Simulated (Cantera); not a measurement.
Charge: 1 mol TEOS, 19 mol CO2, 8.8 mol O3, at 1048 K and 1.00 Torr.

These are equilibrium values from Cantera (NASA tables, ideal gas, pure condensed phases), not measurements of a reactor. Candidate condensed phases: C, C6H6, C7H8, C8H18, H2O, Si, SiC, SiO2; 123 gas species. The feed counts by its element totals alone. Equilibrium is a limit: real reactors are often held back by kinetics, nucleation or transport.

Base state: CO2 0.707, H2O 0.262, O2 0.0314 (mole fractions); condensed: SiO2(β-quartz).

Question: What changes in the equilibrium state with this change: O3 from 8.8 to 2.7 mol?

Answer: 
```json
[
 {"species": "CO2", "before": "0.707", "after": "0.424"},
 {"species": "CO", "before": "3.15e-8", "after": "0.305"},
 {"species": "H2O", "before": "0.262", "after": "0.146"},
 {"species": "H2", "before": "1.39e-8", "after": "0.124"},
 {"species": "O2", "before": "0.0314", "after": "<1e-9"},
 {"species": "SiO2(β-quartz), mol", "before": "1.00", "after": "1.00"}
]
```
